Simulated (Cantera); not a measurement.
Input: 1 mol MgO, 0.12 mol HCl, 0.52 mol N2, at 1 atm.

Cantera equilibrium calculation (NASA polynomials, part measured and part estimated; ideal gas, pure solids and liquids). Candidate condensed phases: H2O, Mg, MgCl2, MgO, Mg(OH)2, NH4Cl; 38 gas species. Kinetics and transport are ignored. All values below are at 1150 K.

Base state: N2 0.812, HCl 0.183, H2O 0.00244, MgCl2 0.00244 (mole fractions); condensed: MgO(s).

### Question
What changes in the equilibrium state with this change: pressure from 1 atm to 7.10 bar?

### Answer
| species | before | after |
|---|---|---|
| N2 | 0.812 | 0.820 |
| HCl | 0.183 | 0.170 |
| H2O | 0.00244 | 0.00974 |
| MgCl2 | 0.00244 | 0.000529 |
| MgO(s), mol | 0.998 | 0.994 |
| MgCl2(l), mol | 0 | 0.00584 |
Mutual solubility and eutectic melting of coexisting phases are not modelled.
